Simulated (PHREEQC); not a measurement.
A solution holds 0.072 mol MgSO4, 0.03 mol K2SO4 and 1.22e-05 mol H4SiO4 per kg of water, at 85 °C. Closed to the air; pH follows from the charge balance.

The numbers come from PHREEQC with the Pitzer model, pitzer.dat.

This is a speciation only: nothing precipitates in the calculation.

Task: What pH does the model give?

Result: pH 6.35.

At this temperature some constants are extrapolated from 25 °C, and those without enthalpy data are left unchanged.
